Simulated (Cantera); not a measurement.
Cantera run:

```python
import numpy as np
import cantera as ct

gas_names = """
    Mg SF4
""".split()
cond_names = """
    MgS(s) MgF2(s) MgF2(L)
""".split()


# ... load() reads the species with a 1 bar reference pressure and builds the phases ...
species = {s.name: s for s in load("nasa_gas.yaml", gas_names) + load("nasa_condensed.yaml", cond_names)}
# Each term lists the table entries of one substance; the one whose range holds T is used.
reactions = {
    'MgS + 2 MgF2 = 3 Mg(g) + SF4(g)':
        [(-1, ['MgS(s)']), (-2, ['MgF2(s)', 'MgF2(L)']), (3, ['Mg']), (1, ['SF4'])],
}


def pick(names, T):
    return next(species[n] for n in names if species[n].thermo.min_temp <= T <= species[n].thermo.max_temp)


results = []
for label, terms in reactions.items():
    print(label)
    print("     T/K   dH/kJ  dS/(J/K)   dG/kJ   log10 K")
    for T in [1750, 1800, 1850, 1900, 1950, 2000, 2050, 2100, 2150, 2200, 2250]:
        used = [(nu, pick(names, T)) for nu, names in terms]
        dH = sum(nu * s.thermo.h(T) for nu, s in used) / 1e6
        dS = sum(nu * s.thermo.s(T) for nu, s in used) / 1e3
        dG = dH - T * dS / 1e3
        logK = -dG * 1e6 / (ct.gas_constant * T * np.log(10))
        results.append((label, T, dH, dS, dG, logK, [s.name for _, s in used]))
        print(f"{T:8g} {dH:8.1f} {dS:8.1f} {dG:8.1f} {logK:8.2f}")
```

It prints:

```
MgS + 2 MgF2 = 3 Mg(g) + SF4(g)
     T/K   dH/kJ  dS/(J/K)   dG/kJ   log10 K
    1750   2083.6    426.1   1337.9   -39.93
    1800   2079.8    424.0   1316.7   -38.21
    1850   2076.0    421.9   1295.5   -36.58
    1900   2072.2    419.9   1274.5   -35.04
    1950   2068.4    417.9   1253.5   -33.58
    2000   2064.6    415.9   1232.7   -32.19
    2050   2060.7    414.1   1211.9   -30.88
    2100   2056.9    412.2   1191.3   -29.63
    2150   2053.0    410.4   1170.7   -28.44
    2200   2049.2    408.6   1150.2   -27.31
    2250   2045.3    406.9   1129.8   -26.23
```

Cantera with NASA thermochemical tables; ideal gases at 1 bar, condensed phases pure. Condensed species are held in their standard states even where they would react or evaporate.
